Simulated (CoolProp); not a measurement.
Model: reference Helmholtz-energy equation of state, Thol 2016, in CoolProp.

Task: For R1234ze(E), give the phase and the Z, isothermal compressibility (1/MPa), conductivity (mW/(m K)), Prandtl number at 225.9 K and 0.614 MPa; 241.8 K and 0.614 MPa; 257.6 K and 0.614 MPa.

Result: 
- 225.9 K and 0.614 MPa: liquid; Z 0.0272, isothermal compressibility 0.00146, conductivity 102, Prandtl number 6.15
- 241.8 K and 0.614 MPa: liquid; Z 0.0262, isothermal compressibility 0.00179, conductivity 95.2, Prandtl number 5.22
- 257.6 K and 0.614 MPa: liquid; Z 0.0254, isothermal compressibility 0.00223, conductivity 89.1, Prandtl number 4.56

Viscosity comes from a separate model (Bell 2016), an estimate that may be off by 10 % or more. Thermal conductivity comes from a separate model (Perkins 2011).
